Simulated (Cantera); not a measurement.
Charge: 1 mol SiHCl3, 16 mol N2.

Method: chemical equilibrium by Gibbs-energy minimisation in Cantera with the NASA 1993 tables (ideal gas, pure condensed phases). Candidate condensed phases: NH4Cl, Si, Si3N4; 28 gas species. N2 is the only nitrogen source here; it is nearly inert below about 1500 K, so the nitride shown seldom forms there in practice. The tables' values for SiCl3 are old estimates. Kinetics and transport are ignored.

Stable condensed phases, one row left out:

```
T in K \ P in Pa
              5     21     85    350   1400   5900  24000 100000
   2148       A      A      A      A      A      A      A      A
   2073       A      A      A      A      A      A      A      A
   1998       A      A      A      A      A      A      A      A
   1923       A      A      A      A      A      A      A      A
   1773       A      A      A      A      A      A      A      B
   1698       A      A      A      A      A      A      B      B
   1623       A      A      A      A      A      B      B      B
   1548       A      A      A      A      A      B      B      B
   1473       A      A      A      A      B      B      B      B
```

A: gas only; B: Si3N4.

**Question.** Give the row for 1848 K.

**Answer.** 5: gas only; 21: gas only; 85: gas only; 350: gas only; 1400: gas only; 5900: gas only; 24000: gas only; 100000: gas only.
